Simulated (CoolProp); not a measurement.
Vapour-liquid equilibrium of carbon dioxide (1) + R227EA (2) at 241.6 K; x and y are mole fractions of (1).

The numbers come from the multi-fluid Helmholtz-energy mixture model, Span 1996 and Lemmon 2016; pair parameters Bell 2016 in CoolProp.

| x | bubble pressure, mixture model (kPa) | bubble pressure, Raoult's law (kPa) | y, mixture model | y, Raoult's law |
|---|---|---|---|---|
| 0.05 | 108.6 | 115.2 | 0.551 | 0.588 |
| 0.125 | 199.0 | 213.1 | 0.767 | 0.795 |
| 0.2 | 290.8 | 310.9 | 0.849 | 0.871 |
| 0.275 | 383.0 | 408.8 | 0.892 | 0.911 |
| 0.35 | 474.9 | 506.7 | 0.919 | 0.936 |
| 0.425 | 566.7 | 604.5 | 0.937 | 0.952 |
| 0.5 | 658.9 | 702.4 | 0.951 | 0.964 |
| 0.575 | 752.4 | 800.3 | 0.962 | 0.973 |
| 0.65 | 848.3 | 898.1 | 0.971 | 0.981 |
| 0.725 | 947.9 | 996.0 | 0.978 | 0.986 |
| 0.8 | 1052 | 1094 | 0.985 | 0.991 |
| 0.875 | 1162 | 1192 | 0.991 | 0.995 |
| 0.95 | 1277 | 1290 | 0.997 | 0.998 |

The largest gap from Raoult's law is -6.6 % in bubble pressure, at x = 0.125. No azeotrope shows between x = 0.05 and 0.95.

The pair parameters rest on a limited set of measurements; away from them the model extrapolates.
